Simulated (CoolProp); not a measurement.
The fluid at 298.15 K and 9.24 MPa (liquid) is heated at constant pressure to 463.6 K. The same conditions are run with several fluids, on thermodynamics alone (safety and materials aside).

Model: reference Helmholtz-energy equation of state of each fluid (carbon dioxide: Span 1996; R407C: Lemmon 2003; R227EA: Lemmon 2016; n-pentane: Thol 2019), in CoolProp. Blends and air are pseudo-pure fits.

Problem. Rank carbon dioxide, R407C, R227EA, n-pentane by heat (kJ/kg), highest first.

Solution. n-pentane (445), carbon dioxide (366), R407C (305), R227EA (219)

```csv
fluid,final phase,final density (kg/m³)
carbon dioxide,supercritical,115
R407C,supercritical,283
R227EA,supercritical,638
n-pentane,liquid,447
```
